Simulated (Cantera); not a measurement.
Feed: 1 mol SiC, 0.02 mol H2O, 390 mol N2, 4 mol CO2, held at 0.410 bar.

Equilibrium computed with Cantera from the NASA thermochemical tables; the gas is ideal and each condensed phase is pure. Candidate condensed phases: C, C6H6, C7H8, C8H18, H2O, Si, SiC, SiO2, Si2N2O, Si3N4; 151 gas species. The tables hold silica as quartz up to 1696 K and as liquid above; real silica turns to tridymite and cristobalite and melts near 1996 K. The numbers say what is thermodynamically allowed, not how fast it happens.

Problem. Which condensed phases are stable at each of these points (T (K)): 1198, 1248, 1298, 1348, 1398, 1448, 1498, 1548, 1598, 1648, 1698, 1748, 1798?

Solution. 
| T (K) | condensed phases | Si condensed (%) |
|---|---|---|
| 1198 | SiO2(β-quartz) | 100.0 |
| 1248 | SiO2(β-quartz) | 100.0 |
| 1298 | SiO2(β-quartz) | 100.0 |
| 1348 | SiO2(β-quartz) | 100.0 |
| 1398 | SiO2(β-quartz) | 100.0 |
| 1448 | SiO2(β-quartz) | 100.0 |
| 1498 | SiO2(β-quartz) | 100.0 |
| 1548 | SiO2(β-quartz) | 100.0 |
| 1598 | SiO2(β-quartz) | 100.0 |
| 1648 | SiO2(β-quartz) | 100.0 |
| 1698 | SiO2(condensed) | 100.0 |
| 1748 | SiO2(condensed) | 99.9 |
| 1798 | SiO2(condensed) | 99.8 |

From 1198 K to 1648 K the condensed part is SiO2(β-quartz). From 1698 K to 1798 K the condensed part is SiO2(condensed).
